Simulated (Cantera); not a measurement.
What does this Cantera script print?

```python
import numpy as np
import cantera as ct

gas_names = [...]  # 95 gases of nasa_gas.yaml made of C, F, H
cond_names = """
    C(gr) C6H6(L) C7H8(L) C8H18(L),n-octa
""".split()


# ... load() reads the species with a 1 bar reference pressure and builds the phases ...
atoms = {
    'CH3F': {'C': 1, 'H': 3, 'F': 1},
    'F2': {'F': 2},
}
top_T = {'C(gr)': 4500}  # K; cautious upper limits of use, not melting points


# ... equilibrate(T, P, feed) seeds the gas with the atoms and calls Mixture.equilibrate('TP', solver="vcs", rtol=1e-11, max_steps=5000) ...
results = []
feed = {'CH3F': 1, 'F2': 0.079}  # mol
P = 133.322  # Pa
for T in [1250, 1450, 1650, 1850, 2050, 2250, 2450, 2650, 2850, 3050, 3250]:
    mix = equilibrate(T, P, feed)
    results.append((T, P, feed, dict(zip(mix.species_names, mix.species_moles))))
    x = sorted(zip(gas.X, gas.species_names), reverse=True)
    print(f"T = {T:g} K  P = {P:g} Pa  gas = {mix.phase_moles(0):.4g} mol")
    print("   x: " + "  ".join(f"{s} {v:.3e}" for v, s in x if v > 1e-06))
    print("   condensed (mol): " + ("  ".join(f"{mix.phase(i).name} {mix.phase_moles(i):.4g}"
          for i in range(1, mix.n_phases) if mix.phase_moles(i) > 1e-12) or "none"))
```

It prints:

```
T = 1250 K  P = 133.322 Pa  gas = 2.079 mol
   x: HF 5.570e-01  H2 4.430e-01  H 8.811e-06  CH4 2.876e-06
   condensed (mol): C(gr) 1
T = 1450 K  P = 133.322 Pa  gas = 2.079 mol
   x: HF 5.570e-01  H2 4.429e-01  H 1.724e-04  C2H2,acetylene 2.159e-06
   condensed (mol): C(gr) 1
T = 1650 K  P = 133.322 Pa  gas = 2.081 mol
   x: HF 5.565e-01  H2 4.418e-01  H 1.654e-03  C2H2,acetylene 2.015e-05
   condensed (mol): C(gr) 0.9999
T = 1850 K  P = 133.322 Pa  gas = 2.089 mol
   x: HF 5.543e-01  H2 4.359e-01  H 9.740e-03  C2H2,acetylene 1.140e-04  F 2.636e-06
   condensed (mol): C(gr) 0.9995
T = 2050 K  P = 133.322 Pa  gas = 2.121 mol
   x: HF 5.458e-01  H2 4.137e-01  H 3.996e-02  C2H2,acetylene 4.393e-04  F 2.643e-05
   condensed (mol): C(gr) 0.9981
T = 2250 K  P = 133.322 Pa  gas = 2.213 mol
   x: HF 5.230e-01  H2 3.545e-01  H 1.211e-01  C2H2,acetylene 1.187e-03  F 1.812e-04  C2H 1.608e-05  C3 4.874e-06  C 2.732e-06  CF 2.502e-06  C4H2 1.622e-06
   condensed (mol): C(gr) 0.9946
T = 2450 K  P = 133.322 Pa  gas = 2.409 mol
   x: HF 4.798e-01  H 2.721e-01  H2 2.446e-01  C2H2,acetylene 2.134e-03  F 9.766e-04  C3 1.685e-04  C2H 1.530e-04  C 6.190e-05  CF 2.725e-05  C2 1.538e-05  C4H2 7.674e-06  CH 1.528e-06  C2H2,vinylidene 1.399e-06
   condensed (mol): C(gr) 0.9874
T = 2650 K  P = 133.322 Pa  gas = 2.697 mol
   x: H 4.435e-01  HF 4.243e-01  H2 1.194e-01  F 4.762e-03  C3 3.356e-03  C2H2,acetylene 2.343e-03  C 8.725e-04  C2H 8.430e-04  C2 3.182e-04  CF 2.399e-04  C4H2 1.908e-05  C5 1.850e-05  CH 9.507e-06  C4 3.687e-06  C2H2,vinylidene 2.944e-06  C2HF 2.205e-06  CF2 1.275e-06  CH2 1.175e-06
   condensed (mol): C(gr) 0.9504
T = 2850 K  P = 133.322 Pa  gas = 3.122 mol
   x: H 5.286e-01  HF 3.474e-01  C3 4.333e-02  H2 3.939e-02  F 2.168e-02  C 8.457e-03  C2 4.273e-03  C2H 2.846e-03  CF 1.805e-03  C2H2,acetylene 1.548e-03  C5 4.915e-04  C4 9.337e-05  CH 3.570e-05  C4H2 2.536e-05  CF2 8.234e-06  C2HF 6.373e-06  C2H2,vinylidene 3.389e-06  CH2 1.281e-06
   condensed (mol): C(gr) 0.4986
T = 3050 K  P = 133.322 Pa  gas = 3.659 mol
   x: H 5.549e-01  HF 2.379e-01  F 7.338e-02  C3 6.722e-02  C 3.363e-02  C2 1.245e-02  H2 1.217e-02  CF 5.209e-03  C2H 2.254e-03  C5 4.384e-04  C2H2,acetylene 2.681e-04  C4 1.449e-04  CH 5.610e-05  CF2 1.888e-05  C2HF 3.999e-06  C4H2 2.465e-06
   condensed (mol): none
T = 3250 K  P = 133.322 Pa  gas = 4.21 mol
   x: H 5.832e-01  F 1.489e-01  HF 1.194e-01  C 8.186e-02  C3 3.761e-02  C2 1.672e-02  CF 6.656e-03  H2 4.400e-03  C2H 9.739e-04  C5 7.982e-05  CH 6.091e-05  C4 5.921e-05  C2H2,acetylene 3.079e-05  CF2 1.372e-05
   condensed (mol): none
```

Cantera equilibrium calculation (NASA polynomials, part measured and part estimated; ideal gas, pure solids and liquids).
